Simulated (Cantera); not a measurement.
Charge: 1 mol FeS2, 3 mol SO2, 0.27 mol CO2, equilibrated at 850 K and 0.590 bar.

Method: chemical equilibrium by Gibbs-energy minimisation in Cantera with the NASA 1993 tables (ideal gas, pure condensed phases). Gases not in the tables: S3 to S7. Equilibrium is a limit: real reactors are often held back by kinetics, nucleation or transport.

```csv
species,before,after
SO2,0.911,0.902
CO2,0.0823,0.0819
S2,0.00589,0.0142
CO,6.55e-6,1.27e-5
COS,1.13e-5,1.41e-5
S2O,0.00113,0.00139
"FeS2(s), mol",0.983,0.962
"Fe3O4(s), mol",0.00553,0.0126
```
Gas species are given as mole fractions.

Q: Which change was made?
A. temperature from 850 K to 1600 K
B. pressure from 0.590 bar to 0.100 bar
C. temperature from 850 K to 725 K
D. temperature from 850 K to 1250 K

A: B, pressure from 0.590 bar to 0.100 bar
